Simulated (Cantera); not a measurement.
Charge: 1 mol BCl3, 3.7 mol O2, 41 mol N2, equilibrated at 2273.15 K and 13.3 mbar.

Cantera equilibrium calculation (NASA polynomials, part measured and part estimated; ideal gas, pure solids and liquids). Candidate condensed phases: B, BN, B2O3; 25 gas species. The tables' values for BOCl are old estimates; treat these amounts as uncertain. Rates play no part.

Base state: N2 0.854, Cl 0.0622, O2 0.0516, BO2 0.00957, O 0.00834, NO 0.00766, B2O3 0.00513, BOCl 0.000590 (mole fractions); condensed: gas only.

### Question
What changes in the equilibrium state with this change: temperature from 2273.15 K to 750 K?

### Answer
```
species         before    after
------------  --------  -------
N2               0.854    0.902
O2              0.0516   0.0649
Cl2            1.50e-5   0.0330
Cl              0.0622  4.27e-6
BO2            0.00957    <1e-9
O              0.00834    <1e-9
B2O3           0.00513    <1e-9
BOCl          0.000590    <1e-9
B2O3(l), mol         0    0.500
```
